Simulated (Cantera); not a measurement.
A Cantera script and what it prints.

```python
import numpy as np
import cantera as ct

gas_names = """
    Cu CuF CuF2 Cu2 F F2 H HF H2 H2F2 H3F3 H4F4 H5F5 H6F6 H7F7
""".split()
cond_names = """
    Cu(cr) Cu(L) CuF2(s) CuF2(L)
""".split()


def load(file, names, dense=False):
    # The tables refer to 1 bar. Condensed volumes are neglected.
    table = {s.name: s for s in ct.Species.list_from_file(file)}
    out = []
    for n in names:
        d = dict(table[n].input_data)
        d["thermo"] = dict(d["thermo"], **{"reference-pressure": 1e5})
        if dense:
            d["equation-of-state"] = {"model": "constant-volume", "density": "1e6 g/cm^3"}
        out.append(ct.Species.from_dict(d))
    return out


gas = ct.Solution(thermo="ideal-gas", species=load("nasa_gas.yaml", gas_names))
cond = {s.name: ct.Solution(thermo="fixed-stoichiometry", species=[s], name=s.name)
        for s in load("nasa_condensed.yaml", cond_names, dense=True)}
atoms = {
    'Cu': {'Cu': 1},
    'HF': {'H': 1, 'F': 1},
}
top_T = {}  # K; cautious upper limits of use, not melting points


def equilibrate(T, P, feed):
    n = {}
    for name, mol in feed.items():
        for a, k in atoms[name].items():
            n[a] = n.get(a, 0.0) + k * mol
    gas.TPX = T, P, n
    mass = sum(n.values()) * gas.mean_molecular_weight
    gas.equilibrate("TP")
    valid = [c for c in cond.values() if c.min_temp <= T <= top_T.get(c.name, c.max_temp)]
    mix = ct.Mixture([(gas, mass / gas.mean_molecular_weight)] + [(c, 0.0) for c in valid])
    mix.T, mix.P = T, P
    mix.equilibrate("TP", solver="vcs", rtol=1e-11, max_steps=5000)
    return mix


results = []
feed = {'Cu': 1, 'HF': 1}  # mol
T = 1348.15  # K
P = 133.322  # Pa
mix = equilibrate(T, P, feed)
results.append((T, P, feed, dict(zip(mix.species_names, mix.species_moles))))
x = sorted(zip(gas.X, gas.species_names), reverse=True)
print(f"T = {T:g} K  P = {P:g} Pa  gas = {mix.phase_moles(0):.4g} mol")
print("   x: " + "  ".join(f"{s} {v:.3e}" for v, s in x if v > 1e-05))
print("   condensed (mol): " + ("  ".join(f"{mix.phase(i).name} {mix.phase_moles(i):.4g}"
      for i in range(1, mix.n_phases) if mix.phase_moles(i) > 1e-12) or "none"))
```

Result:

```
T = 1348.15 K  P = 133.322 Pa  gas = 1.001 mol
   x: HF 9.974e-01  CuF 1.465e-03  H2 7.317e-04  Cu 3.524e-04
   condensed (mol): Cu(cr) 0.9982
```

Cantera equilibrium calculation (NASA polynomials, part measured and part estimated; ideal gas, pure solids and liquids).
